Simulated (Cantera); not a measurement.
Input (Python, Cantera) and output of one run.

```python
import numpy as np
import cantera as ct

gas_names = """
    F F2 H HF H2 H2F2 H3F3 H4F4 H5F5 H6F6 H7F7 Si SiF SiF2 SiF3 SiF4 SiH SiHF3 SiH2 SiH2F2 SiH3 SiH3F
    SiH4 Si2 Si3
""".split()
cond_names = """
    Si(cr) Si(L)
""".split()


def load(file, names, dense=False):
    # The tables refer to 1 bar. Condensed volumes are neglected.
    table = {s.name: s for s in ct.Species.list_from_file(file)}
    out = []
    for n in names:
        d = dict(table[n].input_data)
        d["thermo"] = dict(d["thermo"], **{"reference-pressure": 1e5})
        if dense:
            d["equation-of-state"] = {"model": "constant-volume", "density": "1e6 g/cm^3"}
        out.append(ct.Species.from_dict(d))
    return out


gas = ct.Solution(thermo="ideal-gas", species=load("nasa_gas.yaml", gas_names))
cond = {s.name: ct.Solution(thermo="fixed-stoichiometry", species=[s], name=s.name)
        for s in load("nasa_condensed.yaml", cond_names, dense=True)}
atoms = {
    'Si': {'Si': 1},
    'HF': {'H': 1, 'F': 1},
    'H2': {'H': 2},
}
top_T = {}  # K; cautious upper limits of use, not melting points


def equilibrate(T, P, feed):
    n = {}
    for name, mol in feed.items():
        for a, k in atoms[name].items():
            n[a] = n.get(a, 0.0) + k * mol
    gas.TPX = T, P, n
    mass = sum(n.values()) * gas.mean_molecular_weight
    gas.equilibrate("TP")
    valid = [c for c in cond.values() if c.min_temp <= T <= top_T.get(c.name, c.max_temp)]
    mix = ct.Mixture([(gas, mass / gas.mean_molecular_weight)] + [(c, 0.0) for c in valid])
    mix.T, mix.P = T, P
    mix.equilibrate("TP", solver="vcs", rtol=1e-11, max_steps=5000)
    return mix


results = []
feed = {'Si': 1, 'HF': 1.3, 'H2': 10}  # mol
T = 800  # K
P = 1000  # Pa
mix = equilibrate(T, P, feed)
results.append((T, P, feed, dict(zip(mix.species_names, mix.species_moles))))
x = sorted(zip(gas.X, gas.species_names), reverse=True)
print(f"T = {T:g} K  P = {P:g} Pa  gas = {mix.phase_moles(0):.4g} mol")
print("   x: " + "  ".join(f"{s} {v:.3e}" for v, s in x if v > 1e-05))
print("   condensed (mol): " + ("  ".join(f"{mix.phase(i).name} {mix.phase_moles(i):.4g}"
      for i in range(1, mix.n_phases) if mix.phase_moles(i) > 1e-12) or "none"))
```

Result:

```
T = 800 K  P = 1000 Pa  gas = 10.97 mol
   x: H2 9.699e-01  SiF4 2.827e-02  SiHF3 1.758e-03  SiH2F2 6.499e-05
   condensed (mol): Si(cr) 0.6698
```

Cantera equilibrium calculation (NASA polynomials, part measured and part estimated; ideal gas, pure solids and liquids).
